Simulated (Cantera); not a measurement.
**Equilibrium for silicon carbide growth: (CH₃)₂SiCl₂ + CH₄ + H₂**

Input: 1 mol (CH₃)₂SiCl₂, 0.17 mol CH₄, 1.3 mol H₂, equilibrated at 10.0 Torr.

Cantera equilibrium calculation (NASA polynomials, part measured and part estimated; ideal gas, pure solids and liquids). Candidate condensed phases: C, C₆H₆, C₇H₈, C₈H₁₈, Si, SiC; 109 gas species. The feed counts by its element totals alone. The tables' values for SiCl, SiCl₃ are old estimates; treat these amounts as uncertain. Gases not in the tables: Si₂H₆ and higher silanes. Rates play no part.

```json
[
 {"T (K)": "998", "x H₂": "0.770", "x HCl": "0.181", "x SiCl₄": "0.0464", "x H": "1.63e-8", "x SiCl₂": "2.77e-5", "x Cl": "3.59e-9", "n C(graphite)": "1.42", "n SiC(s)": "0.741"},
 {"T (K)": "1198", "x H₂": "0.671", "x HCl": "0.318", "x SiCl₄": "0.00882", "x H": "1.35e-6", "x SiCl₂": "0.000590", "x Cl": "5.54e-7", "n C(graphite)": "1.23", "n SiC(s)": "0.940"},
 {"T (K)": "1398", "x H₂": "0.651", "x HCl": "0.345", "x SiCl₄": "0.000679", "x H": "3.31e-5", "x SiCl₂": "0.00256", "x Cl": "1.44e-5", "n C(graphite)": "1.19", "n SiC(s)": "0.978"},
 {"T (K)": "1598", "x H₂": "0.652", "x HCl": "0.340", "x SiCl₄": "7.10e-5", "x H": "0.000372", "x SiCl₂": "0.00637", "x Cl": "0.000154", "n C(graphite)": "1.21", "n SiC(s)": "0.961"},
 {"T (K)": "1798", "x H₂": "0.656", "x HCl": "0.328", "x SiCl₄": "1.11e-5", "x H": "0.00247", "x SiCl₂": "0.0121", "x Cl": "0.000945", "n C(graphite)": "1.24", "n SiC(s)": "0.930"},
 {"T (K)": "1998", "x H₂": "0.656", "x HCl": "0.309", "x SiCl₄": "2.28e-6", "x H": "0.0112", "x SiCl₂": "0.0190", "x Cl": "0.00395", "n C(graphite)": "1.28", "n SiC(s)": "0.888"},
 {"T (K)": "2198", "x H₂": "0.638", "x HCl": "0.280", "x SiCl₄": "5.38e-7", "x H": "0.0385", "x SiCl₂": "0.0253", "x Cl": "0.0123", "n C(graphite)": "1.32", "n SiC(s)": "0.823"}
]
```
x: gas mole fraction; n: condensed amount in mol.

From 998 K to 2198 K the condensed part is C(graphite) + SiC(s). The main Si-bearing gas is SiCl₄ at 998 K and SiCl₂ at 2198 K. The share of Si in condensed phases is highest at 1398 K (97.8 %) and lowest at 998 K (74.1 %).
